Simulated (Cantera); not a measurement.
Input: 1 mol AlN, 0.062 mol C, 0.81 mol N2, held at 0.0133 bar.

These are equilibrium values from Cantera (NASA tables, ideal gas, pure condensed phases), not measurements of a reactor. Candidate condensed phases: Al, AlN, C; 16 gas species. The numbers say what is thermodynamically allowed, not how fast it happens. All values below are at 2252 °C.

Base state: N2 0.566, Al 0.433, CN 0.000825, Al2 8.69e-5, C3 5.48e-5, C2N2 5.10e-5, C 1.75e-5 (mole fractions); condensed: C(graphite).

Task: What changes in the equilibrium state with this change: 0.0059 mol CO2 added?

Result: 
```tsv
species	before	after
N2	0.566	0.564
Al	0.433	0.430
CO	0	0.00508
Al2	8.69e-5	8.60e-5
C2N2	5.10e-5	5.08e-5
C(graphite), mol	0.0594	0.0535
```
Further candidate phases: Al2O3.
